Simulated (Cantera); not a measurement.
Cantera run, input and output.

```python
import numpy as np
import cantera as ct

gas = ct.Solution("SiF4_NH3_mec.yaml", "gas")
gas.TPX = 1750, 16000, {'NH3': 1, 'H2': 0.58}
inlet = ct.Reservoir(gas, clone=True)

reactor = ct.IdealGasConstPressureReactor(gas, energy="off", clone=False)
exhaust = ct.Reservoir(gas, clone=True)
tau = [1.6, 0.5, 0.16, 0.051, 0.016, 0.0052, 0.0017, 0.00054, 0.00017][0]
for a, b in ((inlet, reactor), (reactor, exhaust)):
    ct.MassFlowController(a, b, mdot=lambda t: reactor.mass / tau)
net = ct.ReactorNet([reactor])
show = ['NH3', 'H2', 'H', 'N', 'N2']

rows = []
print(f"{'tau/s':>10s}{'T/K':>9s}" + "".join(f"{s:>11s}" for s in show))
for tau in [1.6, 0.5, 0.16, 0.051, 0.016, 0.0052, 0.0017, 0.00054, 0.00017]:
    net.initial_time = 0.0
    net.advance(30 * tau)
    before = gas.X
    net.advance(40 * tau)
    drift = np.max(np.abs(gas.X - before) / (gas.X + 1e-9))
    rows.append([gas.T, *gas[show].X, drift])
    print(f"{tau:10.3e}{gas.T:9.1f}" + "".join(f"{x:11.3e}" for x in gas[show].X))
```

It prints:

```
     tau/s      T/K        NH3         H2          H          N         N2
 1.600e+00   1750.0  4.217e-01  5.134e-01  8.973e-05  7.128e-08  6.458e-02
 5.000e-01   1750.0  5.454e-01  4.276e-01  6.821e-05  6.715e-08  2.669e-02
 1.600e-01   1750.0  6.019e-01  3.884e-01  5.954e-05  6.422e-08  9.391e-03
 5.100e-02   1750.0  6.228e-01  3.739e-01  5.575e-05  6.069e-08  2.989e-03
 1.600e-02   1750.0  6.298e-01  3.690e-01  5.205e-05  5.224e-08  8.368e-04
 5.200e-03   1750.0  6.320e-01  3.675e-01  4.385e-05  3.251e-08  1.824e-04
 1.700e-03   1750.0  6.327e-01  3.671e-01  2.581e-05  7.045e-09  1.707e-05
 5.400e-04   1750.0  6.329e-01  3.671e-01  9.239e-06  3.370e-10  5.082e-07
 1.700e-04   1750.0  6.329e-01  3.671e-01  2.944e-06  1.060e-11  1.011e-08
```

Computed with Cantera and the gas-phase N/H chemistry of the illustrative SiF4/NH3 mechanism in the Surface Chemkin manual (1991). Walls and surfaces, which speed up NH3 decomposition in real reactors, are not modelled.
